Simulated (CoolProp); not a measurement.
Vapour-liquid equilibrium of hydrogen chloride (1) + propane (2) at 20.95 °C; x and y are mole fractions of (1).

The numbers come from the multi-fluid Helmholtz-energy mixture model, Thol 2018 and Lemmon 2009; pair parameters Bell 2016 in CoolProp.

```json
[
 {"x": "0.05", "bubble pressure (bar)": "11.25", "y at the bubble point": "0.233", "dew pressure at overall composition x (bar)": "…", "liquid density (mol/L)": "11.58"},
 {"x": "0.15", "bubble pressure (bar)": "16.24", "y at the bubble point": "0.474", "dew pressure at overall composition x (bar)": "10.14", "liquid density (mol/L)": "12.14"},
 {"x": "0.25", "bubble pressure (bar)": "20.66", "y at the bubble point": "0.597", "dew pressure at overall composition x (bar)": "11.51", "liquid density (mol/L)": "12.76"},
 {"x": "0.35", "bubble pressure (bar)": "24.52", "y at the bubble point": "0.673", "dew pressure at overall composition x (bar)": "13.26", "liquid density (mol/L)": "…"},
 {"x": "0.45", "bubble pressure (bar)": "27.92", "y at the bubble point": "…", "dew pressure at overall composition x (bar)": "15.57", "liquid density (mol/L)": "14.19"},
 {"x": "0.55", "bubble pressure (bar)": "31.00", "y at the bubble point": "0.774", "dew pressure at overall composition x (bar)": "18.75", "liquid density (mol/L)": "15.07"},
 {"x": "0.65", "bubble pressure (bar)": "33.89", "y at the bubble point": "0.816", "dew pressure at overall composition x (bar)": "23.25", "liquid density (mol/L)": "16.12"},
 {"x": "0.75", "bubble pressure (bar)": "36.68", "y at the bubble point": "0.860", "dew pressure at overall composition x (bar)": "29.38", "liquid density (mol/L)": "17.43"},
 {"x": "0.85", "bubble pressure (bar)": "39.40", "y at the bubble point": "0.909", "dew pressure at overall composition x (bar)": "36.05", "liquid density (mol/L)": "…"},
 {"x": "0.95", "bubble pressure (bar)": "42.00", "y at the bubble point": "0.967", "dew pressure at overall composition x (bar)": "…", "liquid density (mol/L)": "21.40"}
]
```

Q: Complete the blanks.

A: 
- 0.05, dew pressure at overall composition x (bar): 9.045
- 0.35, liquid density (mol/L): 13.43
- 0.45, y at the bubble point: 0.728
- 0.85, liquid density (mol/L): 19.14
- 0.95, dew pressure at overall composition x (bar): 41.30

No azeotrope shows between x = 0.05 and 0.95.

The pair parameters rest on a limited set of measurements; away from them the model extrapolates.
